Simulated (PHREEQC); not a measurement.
Copper plating or etch bath: speciation

Make-up at 45 °C: 0.1 mol/kgw CuSO4. Closed to the air; pH follows from the charge balance.

The numbers come from PHREEQC with the ion-association model, phreeqc.dat.

Precipitation was switched off in this run.

**Question.** Predict the pH.

**Answer.** pH 4.31.

**Question.** In which forms is S present?

**Answer.** SO4-2 50 %, CuSO4 50 % of the S.

At this temperature some constants are extrapolated from 25 °C, and those without enthalpy data are left unchanged.
